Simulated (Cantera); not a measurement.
A freely propagating, adiabatic, planar premixed flame of CH4 : C2H6 : O2 : N2 = 1 : 0.043 : 2.39 : 5.97 (molar parts), equivalence ratio 0.90, unburnt at 450 K and 0.247 atm; mixture-averaged transport, grid criteria slope 0.08 and curve 0.16, no radiation.

Detailed kinetics in Cantera: GRI-Mech 3.0 (53 species, 325 reactions). Burning velocities carry a grid error of a few per cent, more on coarse grids.

### Question
What does this change do: inlet temperature 450 to 525 K?

### Answer
| quantity | before | after |
|---|---|---|
| laminar burning velocity | 161 cm/s | 203 cm/s |
| thermal thickness | 0.858 mm | 0.827 mm |
| peak x(C2H2) | 0.000159 | 0.000180 |

### Question
What does this change do: 0.39 parts CO2 added?

### Answer
```tsv
quantity	before	after
laminar burning velocity	161 cm/s	134 cm/s
thermal thickness	0.858 mm	0.962 mm
peak x(C2H2)	0.000159	0.000132
```
